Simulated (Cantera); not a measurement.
Feed: 1 mol AlN, 0.099 mol H2, at 2948.15 K and 13.3 mbar.

Equilibrium computed with Cantera from the NASA thermochemical tables; the gas is ideal and each condensed phase is pure. Candidate condensed phases: Al, AlN; 13 gas species. Kinetics and transport are ignored.

Base state: Al 0.593, N2 0.297, H 0.102, H2 0.00766, AlH 0.000409, Al2 4.97e-5, N 4.68e-5 (mole fractions); condensed: gas only.

**Question.** What changes in the equilibrium state with this change: 0.079 mol O2 added?

**Answer.** 
| species | before | after |
|---|---|---|
| Al | 0.593 | 0.462 |
| N2 | 0.297 | 0.320 |
| H | 0.102 | 0.108 |
| Al2O | 0 | 0.0794 |
| AlO | 0 | 0.0176 |
| O | 0 | 0.00261 |
| AlOH | 0 | 0.000436 |
The tables' values for AlOH are old estimates; treat these amounts as uncertain. Further candidate phases: Al2O3, H2O.

**Question.** What changes in the equilibrium state with this change: pressure from 13.3 mbar to 4.30 bar?

**Answer.** 
| species | before | after |
|---|---|---|
| Al | 0.593 | 0.447 |
| N2 | 0.297 | 0.440 |
| H2 | 0.00766 | 0.0702 |
| H | 0.102 | 0.0172 |
| AlH | 0.000409 | 0.0167 |
| Al2 | 4.97e-5 | 0.00910 |
| N | 4.68e-5 | 3.17e-6 |
| Al(l), mol | 0 | 0.452 |

**Question.** What changes in the equilibrium state with this change: AlN replaced by Al2O3?

**Answer.** 
```tsv
species	before	after
H	0.102	0.554
H2	0.00766	0.227
Al	0.593	0.0483
N2	0.297	0
O	0	0.0452
H2O	0	0.0386
AlO	0	0.0318
OH	0	0.0300
Al2O	0	0.0150
AlOH	0	0.00404
O2	0	0.00305
Al2O3(l), mol	0	0.990
```
The tables' values for AlOH are old estimates; treat these amounts as uncertain. Further candidate phases: Al2O3, H2O.
